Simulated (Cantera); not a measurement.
Charge: 1 mol SiHCl₃, 1.2 mol NH₃, 8.5 mol H₂, equilibrated at 1175 K and 25.0 Pa.

These are equilibrium values from Cantera (NASA tables, ideal gas, pure condensed phases), not measurements of a reactor. Candidate condensed phases: NH₄Cl, Si, Si₃N₄; 28 gas species. The tables' values for SiCl₃ are old estimates; treat these amounts as uncertain. Kinetics and transport are ignored.

Question: What is the equilibrium state?

Answer: 
```json
{
 "x(H₂)": "0.771",
 "x(HCl)": "0.214",
 "x(SiCl₂)": "0.00920",
 "x(N₂)": "0.00291",
 "x(SiCl₄)": "0.00182",
 "x(SiCl₃)": "0.00131",
 "x(SiHCl₃)": "0.000155",
 "x(H)": "6.81e-6",
 "x(SiH₂Cl₂)": "1.69e-6",
 "n(Si₃N₄(s))": "0.282 mol",
 "gas_amount": "12.30 mol",
 "log10 activity of Si(s) (absent)": "-1.17"
}
```
